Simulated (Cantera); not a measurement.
Input: 1 mol Si, a varied amount of Cl2, held at 725 K and 2.40 Torr.

Cantera equilibrium calculation (NASA polynomials, part measured and part estimated; ideal gas, pure solids and liquids). Candidate condensed phases: Si; 9 gas species. The tables' values for SiCl3 are old estimates; treat these amounts as uncertain. Kinetics and transport are ignored.

x: gas mole fraction; n: condensed amount in mol.

```tsv
n(Cl2) (mol)	x SiCl4	x Cl2	x SiCl3	x Cl	x SiCl2	n Si(s)
1	1.000	<1e-12	0.000201	<1e-12	9.86e-6	0.500
1.4	1.000	<1e-12	0.000201	<1e-12	9.86e-6	0.300
1.7	1.000	<1e-12	0.000201	<1e-12	9.86e-6	0.150
2	1.00	6.91e-10	2.02e-9	…	<1e-12	0
2.4	0.714	0.286	<1e-12	…	<1e-12	0
2.7	0.588	0.412	<1e-12	…	<1e-12	0
3.1	0.476	0.524	<1e-12	1.75e-5	<1e-12	0
3.4	0.417	0.583	<1e-12	1.85e-5	<1e-12	0
3.7	0.370	0.630	<1e-12	1.92e-5	<1e-12	0
4.1	0.323	0.677	<1e-12	2.00e-5	<1e-12	0
4.4	0.294	0.706	<1e-12	2.04e-5	<1e-12	0
4.8	0.263	0.737	<1e-12	2.08e-5	<1e-12	0
5.1	0.244	0.756	<1e-12	2.11e-5	<1e-12	0
```

Task: Fill in the missing entries.

Result: 
- 2, x Cl: 6.37e-10
- 2.4, x Cl: 1.30e-5
- 2.7, x Cl: 1.56e-5
